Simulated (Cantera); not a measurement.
Input: 1 mol SiCl4, 1.2 mol Cl2, 0.24 mol H2, held at 2100 Torr.

Cantera equilibrium calculation (NASA polynomials, part measured and part estimated; ideal gas, pure solids and liquids). Candidate condensed phases: Si; 19 gas species. The numbers say what is thermodynamically allowed, not how fast it happens. All values below are at 698 K.

Base state: SiCl4 0.410, Cl2 0.393, HCl 0.197 (mole fractions); condensed: gas only.

**Question.** What changes in the equilibrium state with this change: H2 from 0.24 to 0.82 mol?

**Answer.** 
| species | before | after |
|---|---|---|
| HCl | 0.197 | 0.543 |
| SiCl4 | 0.410 | 0.331 |
| Cl2 | 0.393 | 0.126 |
